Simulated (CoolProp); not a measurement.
The numbers come from the reference Helmholtz-energy equation of state, Thol 2018 in CoolProp.

### Question
Give the vapour pressure (MPa), liquid density (kg/m³), vapour density (kg/m³), enthalpy of vaporisation (kJ/kg) of saturated hydrogen chloride at -51.35, -42.75, 18.05 °C.

### Answer
| T (°C) | p (MPa) | liquid density (kg/m³) | vapour density (kg/m³) | enthalpy of vaporisation (kJ/kg) |
|---|---|---|---|---|
| -51.35 | 0.499 | 1100 | 10.8 | 403 |
| -42.75 | 0.693 | 1070 | 14.8 | 391 |
| 18.05 | 4.04 | 847 | 93.2 | 262 |
